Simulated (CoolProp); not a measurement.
n-perfluorohexane along the isobar 0.4 MPa: Z from the reference equation and from simpler models built on Tc = 448.0 K, pc = 1.742 MPa, ω = 0.497; each cubic takes its own stable root.

Model: reference Helmholtz-energy equation of state, Gao 2022, in CoolProp.

```csv
T (K),phase,reference,van der Waals,Soave-Redlich-Kwong
262.7,liquid,0.03483,0.06273,0.04022
268.4,liquid,0.03439,[?],0.03967
274,liquid,0.03399,0.06119,0.03917
279.6,liquid,[?],0.06050,0.03871
285.3,liquid,0.03325,0.05986,0.03828
290.9,liquid,0.03291,0.05927,0.03788
296.5,liquid,0.03260,[?],[?]
302.2,liquid,0.03230,0.05824,0.03719
307.8,liquid,0.03203,0.05780,0.03690
313.5,liquid,0.03178,0.05741,[?]
319.1,liquid,[?],[?],0.03641
324.7,liquid,0.03134,0.8273,0.03622
```

Question: What belongs in the gaps?

Answer: 
- 268.4, van der Waals: 0.06193
- 279.6, reference: 0.03361
- 296.5, van der Waals: 0.05873
- 296.5, Soave-Redlich-Kwong: 0.03752
- 313.5, Soave-Redlich-Kwong: 0.03664
- 319.1, reference: 0.03155
- 319.1, van der Waals: 0.05708

At some of these states van der Waals gives the other phase, because its saturation line lies elsewhere.
